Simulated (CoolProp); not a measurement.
Vapour-liquid equilibrium of fluoroethane (R161) (1) + R227EA (2) at 304.6 K; x and y are mole fractions of (1).

Computed with CoolProp (multi-fluid Helmholtz-energy mixture model, Wu 2012 and Lemmon 2016; pair parameters Bell 2016).

```json
[
 {"x": "0.05", "bubble pressure (MPa)": "0.5541", "y at the bubble point": "0.056", "dew pressure at overall composition x (MPa)": "0.5537", "liquid density (mol/L)": "8.224"},
 {"x": "0.2", "bubble pressure (MPa)": "0.5832", "y at the bubble point": "0.256", "dew pressure at overall composition x (MPa)": "0.5723", "liquid density (mol/L)": "8.938"},
 {"x": "0.35", "bubble pressure (MPa)": "0.6442", "y at the bubble point": "0.467", "dew pressure at overall composition x (MPa)": "0.6062", "liquid density (mol/L)": "9.718"},
 {"x": "0.5", "bubble pressure (MPa)": "0.7310", "y at the bubble point": "0.649", "dew pressure at overall composition x (MPa)": "0.6570", "liquid density (mol/L)": "10.58"},
 {"x": "0.65", "bubble pressure (MPa)": "0.8340", "y at the bubble point": "0.791", "dew pressure at overall composition x (MPa)": "0.7313", "liquid density (mol/L)": "11.56"},
 {"x": "0.8", "bubble pressure (MPa)": "0.9450", "y at the bubble point": "0.896", "dew pressure at overall composition x (MPa)": "0.8424", "liquid density (mol/L)": "12.69"},
 {"x": "0.95", "bubble pressure (MPa)": "1.059", "y at the bubble point": "0.977", "dew pressure at overall composition x (MPa)": "1.018", "liquid density (mol/L)": "14.01"}
]
```

No azeotrope shows between x = 0.05 and 0.95.

The pair parameters rest on a limited set of measurements; away from them the model extrapolates.
